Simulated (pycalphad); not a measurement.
Computed with pycalphad from the COST 507 light-alloy database (1999), at 1 atm. The data set is of 1999 and partly superseded. Diffusion is slow at the low end, where real alloys seldom reach equilibrium.

Molar enthalpy of Al-2.62Si-26.94Mn (wt.%) in equilibrium (SER reference):

| T (°C) | H (kJ/mol) | phases |
|---|---|---|
| 1577 | 51.94 | LIQUID |
| 1502 | 49.38 | LIQUID |
| 1427 | 46.83 | LIQUID |
| 1352 | 44.27 | LIQUID |
| 1277 | 41.71 | LIQUID |
| 1202 | 39.15 | LIQUID |
| 1127 | 36.62 | LIQUID |
| 1052 | 34.10 | LIQUID |
| 977 | 31.59 | LIQUID |
| 902 | 20.29 | LIQUID + ALMNSI_BETA |
| 827 | 12.99 | ALMNSI_BETA + LIQUID |
| 752 | 8.94 | ALMNSI_BETA + LIQUID + AL4MN |
| 677 | 4.98 | ALMNSI_BETA + LIQUID + AL6MN |
| 602 | -3.46 | AL6MN + ALMNSI_ALPHA + FCC_A1 |
| 527 | -6.00 | ALMNSI_ALPHA + AL6MN + AL12MN |
| 452 | -8.49 | ALMNSI_ALPHA + AL6MN + AL12MN |
| 377 | -10.91 | ALMNSI_ALPHA + AL6MN + AL12MN |
| 302 | -13.19 | ALMNSI_ALPHA + AL6MN + AL12MN |
| 227 | -15.34 | ALMNSI_ALPHA + AL6MN + AL12MN |

Cooling from 977 °C to 602 °C, across the freezing range, releases 35.1 kJ/mol, or 1120 J/g. The slope is 33 J/(mol K) in the liquid and 34 J/(mol K) just below the solidus, where it includes any heat of precipitation. Liquidus 935 °C, solidus 654 °C. Changes were sought between steps of 75 K, so a narrower field can be missed.

Database names, with the compositions (at.%) that they take in these runs: ALMNSI_BETA: Al 72 Mn 23 Si 5; AL4MN: Al 80 Mn 20; AL6MN: Al 86 Mn 14; ALMNSI_ALPHA: Al 76-78 Mn 17 Si 4-7; AL12MN: Al 92 Mn 8. FCC_A1 is fcc.
